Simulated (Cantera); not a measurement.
An adiabatic, constant-volume homogeneous reactor starts with CO : H2 : CH4 : O2 : N2 = 1 : 1.3 : 0.18 : 1.01 : 3.79 (molar parts), at 1248 K and 5.00 bar.

Cantera simulation using GRI-Mech 3.0 (53 species, 325 reactions); the numbers are that mechanism's predictions, not measurements. Above 3000 K some thermodynamic fits are extrapolated.

One state of this run: T (K) = 3051; P (bar) = 11.4; x CO = 0.116; x H2 = 0.0484; x CH4 = 4.64e-12; x CH3 = 1.80e-11; x NO = 0.00556. x: mole fraction; the columns are a selection and need not sum to one.

Which value of t (s) does it belong to?
A) 0.0192
B) 2.00e-6
C) 1.25e-5
D) 5.00e-6

A, 0.0192
